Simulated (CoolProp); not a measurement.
Vapour-liquid equilibrium of n-hexane (1) + hexamethyldisiloxane (MM) (2) at 0.00043 MPa; x and y are mole fractions of (1).

Values from CoolProp's multi-fluid Helmholtz-energy mixture model, Thol 2019 and Thol 2016; pair parameters Bell 2016.

```csv
x,bubble temperature (K),y at the bubble point,dew temperature at overall composition x (K),liquid density (mol/L)
0.05,253.9,0.204,255.8,5.064
0.2,248.6,?,254.0,5.437
0.35,244.5,0.741,251.9,5.846
0.5,?,0.855,249.6,?
0.65,238.0,?,246.7,?
0.8,235.3,0.971,242.9,7.381
0.95,?,?,236.7,?
```

Task: What belongs in the gaps?

Result: 
- 0.2, y at the bubble point: 0.555
- 0.5, bubble temperature (K): 241.1
- 0.5, liquid density (mol/L): 6.300
- 0.65, y at the bubble point: 0.927
- 0.65, liquid density (mol/L): 6.808
- 0.95, bubble temperature (K): 233.1
- 0.95, y at the bubble point: 0.995
- 0.95, liquid density (mol/L): 8.029

No azeotrope shows between x = 0.05 and 0.95.

The pair parameters rest on a limited set of measurements; away from them the model extrapolates.
